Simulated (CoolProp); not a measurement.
Vapour-liquid equilibrium of octamethyltrisiloxane (MDM) (1) + octamethylcyclotetrasiloxane (D4) (2) at 450.8 K; x and y are mole fractions of (1).

The numbers come from the multi-fluid Helmholtz-energy mixture model, Thol 2017 and Thol 2015; pair parameters Bell 2016 in CoolProp.

```json
[
 {"x": "0.05", "bubble pressure, mixture model (MPa)": "0.1108", "bubble pressure, Raoult's law (MPa)": "0.1104", "y, mixture model": "0.084", "y, Raoult's law": "0.085"},
 {"x": "0.125", "bubble pressure, mixture model (MPa)": "…", "bubble pressure, Raoult's law (MPa)": "0.1164", "y, mixture model": "0.197", "y, Raoult's law": "0.201"},
 {"x": "0.2", "bubble pressure, mixture model (MPa)": "0.1233", "bubble pressure, Raoult's law (MPa)": "0.1225", "y, mixture model": "0.297", "y, Raoult's law": "0.306"},
 {"x": "0.275", "bubble pressure, mixture model (MPa)": "0.1293", "bubble pressure, Raoult's law (MPa)": "0.1285", "y, mixture model": "…", "y, Raoult's law": "0.400"},
 {"x": "0.35", "bubble pressure, mixture model (MPa)": "0.1352", "bubble pressure, Raoult's law (MPa)": "0.1346", "y, mixture model": "0.471", "y, Raoult's law": "0.487"},
 {"x": "0.425", "bubble pressure, mixture model (MPa)": "0.1410", "bubble pressure, Raoult's law (MPa)": "0.1407", "y, mixture model": "0.548", "y, Raoult's law": "0.565"},
 {"x": "0.5", "bubble pressure, mixture model (MPa)": "0.1469", "bubble pressure, Raoult's law (MPa)": "0.1467", "y, mixture model": "0.619", "y, Raoult's law": "0.638"},
 {"x": "0.575", "bubble pressure, mixture model (MPa)": "0.1527", "bubble pressure, Raoult's law (MPa)": "0.1528", "y, mixture model": "…", "y, Raoult's law": "0.704"},
 {"x": "0.65", "bubble pressure, mixture model (MPa)": "0.1586", "bubble pressure, Raoult's law (MPa)": "0.1588", "y, mixture model": "0.750", "y, Raoult's law": "0.766"},
 {"x": "0.725", "bubble pressure, mixture model (MPa)": "0.1646", "bubble pressure, Raoult's law (MPa)": "0.1649", "y, mixture model": "…", "y, Raoult's law": "0.823"},
 {"x": "0.8", "bubble pressure, mixture model (MPa)": "0.1706", "bubble pressure, Raoult's law (MPa)": "0.1710", "y, mixture model": "0.866", "y, Raoult's law": "0.876"},
 {"x": "0.875", "bubble pressure, mixture model (MPa)": "0.1767", "bubble pressure, Raoult's law (MPa)": "0.1770", "y, mixture model": "…", "y, Raoult's law": "0.925"},
 {"x": "0.95", "bubble pressure, mixture model (MPa)": "0.1829", "bubble pressure, Raoult's law (MPa)": "0.1831", "y, mixture model": "0.969", "y, Raoult's law": "0.971"}
]
```

Question: Fill in the missing entries.

Answer: 
- 0.125, bubble pressure, mixture model (MPa): 0.1172
- 0.275, y, mixture model: 0.388
- 0.575, y, mixture model: 0.687
- 0.725, y, mixture model: 0.810
- 0.875, y, mixture model: 0.919

The largest gap from Raoult's law is +0.7 % in bubble pressure, at x = 0.2. No azeotrope shows between x = 0.05 and 0.95.

Pair parameters are fitted to limited data, so mixtures are less certain than the pure fluids.
